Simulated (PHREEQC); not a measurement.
## Copper plating or etch bath: an equilibrium model

A solution holds 3.8 mmol/kgw Cu(NO3)2, 55 mmol/kgw HNO3 and 0.41 mmol/kgw KCl, at 25 °C. Closed to the air; pH follows from the charge balance.

The numbers come from PHREEQC with the ion-association model, phreeqc.dat.

```
Item                          Result
--------------------  --------------
pH                              1.33
ionic strength        0.0668 mol/kgw
specific conductance     20600 µS/cm
density                  0.999 g/cm³
total alkalinity        -55.0 meq/kg
```

```csv
species,molality,activity,log γ
NO3-,0.0626,0.0491,-0.105
H+,0.0550,0.0463,-0.075
Cu+2,0.00380,0.00170,-0.349
K+,0.000410,0.000325,-0.101
Cl-,0.000408,0.000324,-0.100
CuCl+,1.86e-6,1.48e-6,-0.098
```

No solid was allowed to form. Complexes and solids missing from the database can't appear.
